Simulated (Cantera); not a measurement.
Standard-state values (1 bar) from the NASA 1993 polynomials, evaluated with Cantera. Values are per mole of reaction as written; species without (g) are pure solids or liquids, kept so even where they would boil at 1 bar.

O2(g) + 3 TiO(g) → Ti3O5, with ΔH° = -2622.3 kJ and ΔS° = -776.0 J/K at 300 K.

### Question
How far is the shortcut ΔG° ≈ ΔH°(300 K) − T·ΔS°(300 K) from the full temperature-dependent value at 2475, 2500, 2525, 2550, 2575, 2600, 2625 K?

### Answer
```tsv
T (K)	shortcut (kJ)	full (kJ)	difference (kJ)	difference in log10 K	condensed phases
2475	-701.7	-968.2	266.5	-5.62	Ti3O5(l)
2500	-682.3	-955.1	272.8	-5.70	Ti3O5(l)
2525	-662.9	-942.0	279.2	-5.77	Ti3O5(l)
2550	-643.5	-929.0	285.5	-5.85	Ti3O5(l)
2575	-624.1	-916.0	291.9	-5.92	Ti3O5(l)
2600	-604.7	-903.0	298.3	-5.99	Ti3O5(l)
2625	-585.3	-890.0	304.8	-6.06	Ti3O5(l)
```
The shortcut ignores heat capacities and the phase changes listed.
